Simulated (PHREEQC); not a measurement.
0.23 g of hydrous ferric oxide (600 m²/g; 0.2 weak and 0.005 strong sites per Fe, Dzombak-Morel constants, diffuse double layer) in 1 kg of water with 0.001 mol/kgw of an inert sodium salt and 8.9e-07 mol CuSO4, at 25 °C; the pH is set by adding NaOH or the inert anion's acid. Oxygen is held at 0.21 atm. No CO2 enters from the air. Precipitation was switched off in this run.

The series has 17 steps of pH, from 3 to 9.

All values are PHREEQC results (ion-association model, wateq4f.dat), not measurements.

### Question
Near which pH is half of the S sorbed, and on which side is more sorbed?

### Answer
Near pH 6.7, with more sorbed at lower pH.

### Question
Near which pH is half of the Cu sorbed, and on which side is more sorbed?

### Answer
Near pH 5.0, with more sorbed at higher pH.

Species that the database lacks are ignored. The database's constant for dissolved Cu(OH)2 is higher than later reviews accept. The oxide is taken as insoluble; below pH 4 it would dissolve.
